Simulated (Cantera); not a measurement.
A perfectly stirred reactor is fed with H₂ : O₂ = 0.14 : 1 (molar parts), equivalence ratio 0.070, at 10.00 Torr; it is held at 1075 K, and followed from long to short residence time.

Model: the H2/O2 subset of GRI-Mech 3.0, which has no nitrogen chemistry, integrated in Cantera. Radical loss at walls, strong at low pressure, is not modelled. The temperature is held fixed by assumption; the heat of reaction is taken as removed at once.

x: mole fraction; the columns are a selection and need not sum to one.

```json
[
 {"τ (s)": "2.6", "x H₂": "0.000324", "x O₂": "0.868", "x O": "0.00107", "x HO₂": "…", "x H₂O": "0.130", "x H": "0.000122", "x H₂O₂": "2.06e-7"},
 {"τ (s)": "1.0", "x H₂": "0.000579", "x O₂": "0.867", "x O": "0.00198", "x HO₂": "…", "x H₂O": "0.129", "x H": "0.000314", "x H₂O₂": "2.39e-7"},
 {"τ (s)": "0.41", "x H₂": "0.000984", "x O₂": "0.865", "x O": "0.00347", "x HO₂": "…", "x H₂O": "0.128", "x H": "0.000754", "x H₂O₂": "2.68e-7"},
 {"τ (s)": "0.16", "x H₂": "0.00171", "x O₂": "0.862", "x O": "0.00614", "x HO₂": "…", "x H₂O": "0.127", "x H": "0.00186", "x H₂O₂": "2.92e-7"},
 {"τ (s)": "0.065", "x H₂": "0.00288", "x O₂": "0.857", "x O": "0.0102", "x HO₂": "8.54e-6", "x H₂O": "0.123", "x H": "0.00428", "x H₂O₂": "3.09e-7"},
 {"τ (s)": "0.026", "x H₂": "0.00489", "x O₂": "0.849", "x O": "0.0163", "x HO₂": "9.28e-6", "x H₂O": "0.117", "x H": "0.00930", "x H₂O₂": "3.18e-7"},
 {"τ (s)": "0.010", "x H₂": "0.00847", "x O₂": "0.838", "x O": "0.0236", "x HO₂": "9.54e-6", "x H₂O": "0.107", "x H": "0.0182", "x H₂O₂": "3.26e-7"},
 {"τ (s)": "0.0041", "x H₂": "0.0144", "x O₂": "0.830", "x O": "0.0284", "x HO₂": "9.32e-6", "x H₂O": "0.0941", "x H": "0.0277", "x H₂O₂": "3.47e-7"},
 {"τ (s)": "0.0016", "x H₂": "0.0264", "x O₂": "0.828", "x O": "0.0278", "x HO₂": "8.74e-6", "x H₂O": "0.0775", "x H": "0.0334", "x H₂O₂": "3.94e-7"},
 {"τ (s)": "0.00065", "x H₂": "0.0488", "x O₂": "0.837", "x O": "0.0216", "x HO₂": "…", "x H₂O": "0.0563", "x H": "0.0296", "x H₂O₂": "4.20e-7"}
]
```

Problem. What belongs in the gaps?

Solution. 
- 2.6, x HO₂: 3.57e-6
- 1.0, x HO₂: 4.84e-6
- 0.41, x HO₂: 6.12e-6
- 0.16, x HO₂: 7.45e-6
- 0.00065, x HO₂: 7.74e-6
